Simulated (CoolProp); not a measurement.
The numbers come from the reference Helmholtz-energy equation of state, Leachman 2009 in CoolProp.

Q: Give the vapour pressure (kPa), liquid cp (kJ/(kg K)), liquid conductivity (mW/(m K)) of saturated normal hydrogen at 30.3 K.

A: 
```csv
T (K),p (kPa),liquid cp (kJ/(kg K)),liquid conductivity (mW/(m K))
30.3,844,27.2,93.9
```

Thermal conductivity comes from a separate model (Assael 2011).
